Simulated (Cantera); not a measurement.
Input: 1 mol Fe2O3, 0.32 mol CH4, 0.94 mol CO, at 1223 K and 4.60 bar.

Cantera equilibrium calculation (NASA polynomials, part measured and part estimated; ideal gas, pure solids and liquids). Candidate condensed phases: C, C6H6, C7H8, C8H18, Fe, Fe(CO)5, FeO, Fe(OH)2, Fe(OH)3, Fe2O3, Fe3O4, H2O; 114 gas species. The tables' stoichiometric FeO is somewhat more stable than real wüstite, so its field is too wide. FeO: taken at fixed stoichiometry. Rates play no part.

Base state: CO 0.445, CO2 0.218, H2 0.196, H2O 0.140, CH4 0.000136 (mole fractions); condensed: FeO(s).

Q: What changes in the equilibrium state with this change: temperature from 1223 K to 1900 K?

A: 
```csv
species,before,after
CO,0.445,0.500
H2O,0.140,0.195
CO2,0.218,0.163
H2,0.196,0.142
Fe(OH)2,8.33e-8,4.79e-5
OH,<1e-9,1.57e-5
CH4,0.000136,1.56e-8
H,6.21e-8,0.000139
"FeO(s), mol",2.00,0
"FeO(l), mol",0,2.00
```
